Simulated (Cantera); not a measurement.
A Cantera script and its output.

```python
import numpy as np
import cantera as ct

gas = ct.Solution("gri30.yaml")
gas.TPX = 1125, 680, {'C2H6': 1, 'N2': 0.5}
inlet = ct.Reservoir(gas, clone=True)

reactor = ct.IdealGasConstPressureReactor(gas, energy="off", clone=False)
exhaust = ct.Reservoir(gas, clone=True)
tau = [14, 5.1, 1.8, 0.66, 0.24, 0.085, 0.031, 0.011, 0.004, 0.0014][0]
for a, b in ((inlet, reactor), (reactor, exhaust)):
    ct.MassFlowController(a, b, mdot=lambda t: reactor.mass / tau)
net = ct.ReactorNet([reactor])
show = ['C2H6', 'CH2', 'HCN', 'CH4', 'C2H', 'CH3', 'H2']

rows = []
print(f"{'tau/s':>10s}{'T/K':>9s}" + "".join(f"{s:>11s}" for s in show))
for tau in [14, 5.1, 1.8, 0.66, 0.24, 0.085, 0.031, 0.011, 0.004, 0.0014]:
    net.initial_time = 0.0
    net.advance(30 * tau)
    before = gas.X
    net.advance(40 * tau)
    drift = np.max(np.abs(gas.X - before) / (gas.X + 1e-9))
    rows.append([gas.T, *gas[show].X, drift])
    print(f"{tau:10.3e}{gas.T:9.1f}" + "".join(f"{x:11.3e}" for x in gas[show].X))
```

Output:

```
     tau/s      T/K       C2H6        CH2        HCN        CH4        C2H        CH3         H2
 1.400e+01   1125.0  2.608e-02  2.829e-10  1.516e-12  9.375e-02  1.303e-10  3.839e-05  3.626e-01
 5.100e+00   1125.0  6.519e-02  5.172e-10  1.288e-12  9.119e-02  8.099e-11  5.759e-05  3.157e-01
 1.800e+00   1125.0  1.603e-01  8.720e-10  1.014e-12  7.065e-02  3.851e-11  8.270e-05  2.585e-01
 6.600e-01   1125.0  3.196e-01  1.277e-09  8.474e-13  4.055e-02  1.732e-11  1.076e-04  1.793e-01
 2.400e-01   1125.0  4.877e-01  1.554e-09  7.486e-13  1.741e-02  7.847e-12  1.233e-04  9.403e-02
 8.500e-02   1125.0  5.972e-01  1.434e-09  5.992e-13  5.849e-03  2.990e-12  1.190e-04  3.688e-02
 3.100e-02   1125.0  6.452e-01  8.419e-10  3.317e-13  1.568e-03  7.507e-13  8.874e-05  1.145e-02
 1.100e-02   1125.0  6.624e-01  2.412e-10  8.182e-14  2.900e-04  7.385e-14  4.654e-05  2.252e-03
 4.000e-03   1125.0  6.661e-01  6.586e-11  1.145e-14  6.147e-05  1.942e-15  2.716e-05  2.886e-04
 1.400e-03   1125.0  6.666e-01  1.704e-11  2.651e-16  1.310e-05  2.857e-18  1.654e-05  2.368e-05
```

Detailed kinetics in Cantera: GRI-Mech 3.0 (53 species, 325 reactions). GRI-Mech 3.0 stops at C3 and has no aromatics, soot or wall deposition, so with more carbon than oxygen in the feed, carbon stays in small species such as C2H2 where larger ones or solid carbon would form. Radical loss at walls, strong at low pressure, is not modelled.
